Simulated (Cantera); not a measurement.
## Ignition delay

Mixture: 9.05 % CH3OH, 19.1 % O2, 71.9 % N2, at 1.00 bar, adiabatic and at constant pressure. Ignition delay is the time to a rise of 400 K.

Cantera simulation using GRI-Mech 3.0 (53 species, 325 reactions); the numbers are that mechanism's predictions, not measurements. GRI-Mech 3.0 was tuned for natural gas; its chemistry of methanol as a main component is partial and can be far from experiment.

```json
[
 {"T0 (K)": "1050", "delay (ms)": "177"},
 {"T0 (K)": "1150", "delay (ms)": "24.4"},
 {"T0 (K)": "1250", "delay (ms)": "4.74"},
 {"T0 (K)": "1350", "delay (ms)": "1.23"},
 {"T0 (K)": "1450", "delay (ms)": "0.409"},
 {"T0 (K)": "1550", "delay (ms)": "0.165"},
 {"T0 (K)": "1650", "delay (ms)": "0.0776"},
 {"T0 (K)": "1750", "delay (ms)": "0.0405"},
 {"T0 (K)": "1850", "delay (ms)": "0.0230"}
]
```

```
Quantity                                                Result
--------------------------------------------------  ----------
apparent activation energy between 1650 and 1850 K  150 kJ/mol
```
